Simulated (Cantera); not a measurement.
An isothermal, constant-pressure homogeneous reactor starts with NO : N2 = 1 : 17 (molar parts), at 1875 K and 0.110 bar. Integrator tolerance rtol = 1e-08.

Model: GRI-Mech 3.0 (53 species, 325 reactions), integrated in Cantera.

Problem. What does this change do: NO 1 to 6.7 parts?

Solution. 
```csv
quantity,before,after
x(NO) at 80.0 s,0.0160 (gas-phase equilibrium 0.00211),0.0152 (gas-phase equilibrium 0.00452)
x(O2) at 80.0 s,0.0197 (gas-phase equilibrium 0.0267),0.134 (gas-phase equilibrium 0.139)
x(N2O) at 80.0 s,1.39e-7 (gas-phase equilibrium 4.42e-8),1.61e-7 (gas-phase equilibrium 8.89e-8)
x(NO2) at 80.0 s,3.52e-6 (gas-phase equilibrium 5.37e-7),8.64e-6 (gas-phase equilibrium 2.63e-6)
x(N2) at 80.0 s,0.964 (gas-phase equilibrium 0.971),0.851 (gas-phase equilibrium 0.856)
```
